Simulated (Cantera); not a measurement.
What does this Cantera script print?

```python
import numpy as np
import cantera as ct

gas_names = """
    Mg HI H2
""".split()
cond_names = """
    MgI2(s) MgI2(L) I2(cr) I2(L) Mg(cr) Mg(L)
""".split()


# ... load() reads the species with a 1 bar reference pressure and builds the phases ...
species = {s.name: s for s in load("nasa_gas.yaml", gas_names) + load("nasa_condensed.yaml", cond_names)}
# Each term lists the table entries of one substance; the one whose range holds T is used.
reactions = {
    'MgI2 = I2 + Mg':
        [(-1, ['MgI2(s)', 'MgI2(L)']), (1, ['I2(cr)', 'I2(L)']), (1, ['Mg(cr)', 'Mg(L)'])],
    'Mg(g) + 2 HI(g) = H2(g) + MgI2':
        [(-1, ['Mg']), (-2, ['HI']), (1, ['H2']), (1, ['MgI2(s)', 'MgI2(L)'])],
    'Mg + 2 HI(g) = MgI2 + H2(g)':
        [(-1, ['Mg(cr)', 'Mg(L)']), (-2, ['HI']), (1, ['MgI2(s)', 'MgI2(L)']), (1, ['H2'])],
}


def pick(names, T):
    return next(species[n] for n in names if species[n].thermo.min_temp <= T <= species[n].thermo.max_temp)


results = []
for label, terms in reactions.items():
    print(label)
    print("     T/K   dH/kJ  dS/(J/K)   dG/kJ   log10 K")
    for T in [300, 423, 448, 473, 498, 523, 548, 573]:
        used = [(nu, pick(names, T)) for nu, names in terms]
        dH = sum(nu * s.thermo.h(T) for nu, s in used) / 1e6
        dS = sum(nu * s.thermo.s(T) for nu, s in used) / 1e3
        dG = dH - T * dS / 1e3
        logK = -dG * 1e6 / (ct.gas_constant * T * np.log(10))
        results.append((label, T, dH, dS, dG, logK, [s.name for _, s in used]))
        print(f"{T:8g} {dH:8.1f} {dS:8.1f} {dG:8.1f} {logK:8.2f}")
```

It prints:

```
MgI2 = I2 + Mg
     T/K   dH/kJ  dS/(J/K)   dG/kJ   log10 K
     300    367.0     19.0    361.3   -62.90
     423    384.2     63.6    357.3   -44.12
     448    384.8     65.1    355.7   -41.47
     473    385.5     66.5    354.0   -39.10
     498    386.2     67.9    352.4   -36.96
     523    386.8     69.1    350.6   -35.02
     548    387.4     70.3    348.9   -33.26
     573    388.1     71.5    347.1   -31.64
Mg(g) + 2 HI(g) = H2(g) + MgI2
     T/K   dH/kJ  dS/(J/K)   dG/kJ   log10 K
     300   -566.7   -301.3   -476.3    82.94
     423   -563.4   -292.1   -439.9    54.32
     448   -562.7   -290.4   -432.6    50.44
     473   -561.9   -288.8   -425.3    46.97
     498   -561.2   -287.3   -418.1    43.86
     523   -560.5   -285.8   -411.0    41.05
     548   -559.7   -284.4   -403.9    38.49
     573   -558.9   -283.0   -396.8    36.17
Mg + 2 HI(g) = MgI2 + H2(g)
     T/K   dH/kJ  dS/(J/K)   dG/kJ   log10 K
     300   -419.6   -185.2   -364.1    63.39
     423   -416.9   -177.7   -341.8    42.20
     448   -416.3   -176.3   -337.3    39.33
     473   -415.8   -175.1   -333.0    36.77
     498   -415.2   -173.9   -328.6    34.47
     523   -414.6   -172.7   -324.3    32.39
     548   -414.0   -171.6   -320.0    30.50
     573   -413.4   -170.6   -315.7    28.78
```

Source: NASA polynomial tables (part measured, part estimated), evaluated in Cantera. Condensed species are held in their standard states even where they would react or evaporate.
